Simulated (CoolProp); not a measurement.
A Linde-Hampson liquefier for ethylene: isothermal reversible compression at 320 K from 1 atm to 5 MPa, throttling to 1 atm, return gas leaving the recuperator 2 K below the feed. Each further row changes one setting.

Values from CoolProp's reference Helmholtz-energy equation of state, Smukala 2000.

```csv
case,liquid yield per pass,compression work (kJ/kg of gas)
as stated,0.117,347
high pressure 10 MPa,0.317,386
warm-end temperature 350 K,0.083,387
warm-end gap 7 K,0.106,347
```
